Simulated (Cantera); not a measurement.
An isothermal plug-flow reactor at 900 K and 1.00 bar (inlet), inlet velocity 0.89 m/s, active area per volume 4100 1/m; feed H₂ : O₂ : N₂ = 0.015 : 0.038 : 0.79 (molar parts).

Cantera simulation using Deutschmann's 1995 Pt surface mechanism with GRI-Mech 3.0 gas chemistry; the numbers are that mechanism's predictions, not measurements. Catalytic surfaces can have several steady states; this one follows from the mechanism file's or the stated starting coverage. Mass transfer to the wall is taken as infinitely fast.

What does this change do: temperature 900 to 575 K?


| quantity | before | after |
|---|---|---|
| x(H₂) at z = 0.0043 m | 7.19e-12 | 3.78e-5 |
| x(O₂) at z = 0.0043 m | 0.0365 | 0.0365 |
| x(H₂O) at z = 0.0043 m | 0.0180 | 0.0179 |
| θ(free Pt) at the exit | 0.138 | 0.00189 |
| θ(O*) at the exit | 0.859 | 0.995 |
| θ(OH*) at the exit | 0.00306 | 0.00317 |
